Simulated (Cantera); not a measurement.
## Thermodynamics of abatement and gas-phase synthesis, feed S + O2 + N2

Charge: 1 mol S, 0.088 mol O2, 18 mol N2, equilibrated at 0.0133 bar.

Cantera equilibrium calculation (NASA polynomials, part measured and part estimated; ideal gas, pure solids and liquids). Candidate condensed phases: S; 17 gas species. The numbers say what is thermodynamically allowed, not how fast it happens.

From 1300 K to 2600 K nothing is condensed.

| T (K) | x N2 | x S | x S2 | x SO | x SO2 | x O |
|---|---|---|---|---|---|---|
| 1300 | 0.971 | 3.80e-6 | 0.0245 | 0.000152 | 0.00463 | 3.41e-12 |
| 1400 | 0.971 | 1.59e-5 | 0.0244 | 0.000336 | 0.00454 | 5.97e-11 |
| 1500 | 0.970 | 5.50e-5 | 0.0243 | 0.000661 | 0.00438 | 7.08e-10 |
| 1600 | 0.970 | 0.000163 | 0.0242 | 0.00118 | 0.00412 | 6.08e-9 |
| 1700 | 0.970 | 0.000422 | 0.0238 | 0.00191 | 0.00376 | 3.99e-8 |
| 1800 | 0.970 | 0.000982 | 0.0233 | 0.00286 | 0.00328 | 2.08e-7 |
| 1900 | 0.969 | 0.00207 | 0.0225 | 0.00396 | 0.00273 | 8.84e-7 |
| 2000 | 0.967 | 0.00401 | 0.0212 | 0.00509 | 0.00216 | 3.17e-6 |
| 2100 | 0.966 | 0.00715 | 0.0193 | 0.00611 | 0.00163 | 9.81e-6 |
| 2200 | 0.963 | 0.0117 | 0.0168 | 0.00693 | 0.00120 | 2.71e-5 |
| 2300 | 0.960 | 0.0178 | 0.0136 | 0.00748 | 0.000876 | 6.89e-5 |
| 2400 | 0.957 | 0.0246 | 0.0101 | 0.00777 | 0.000648 | 0.000165 |
| 2500 | 0.953 | 0.0312 | 0.00675 | 0.00777 | 0.000488 | 0.000380 |
| 2600 | 0.950 | 0.0367 | 0.00416 | 0.00743 | 0.000363 | 0.000830 |
x: gas mole fraction; nothing condenses.
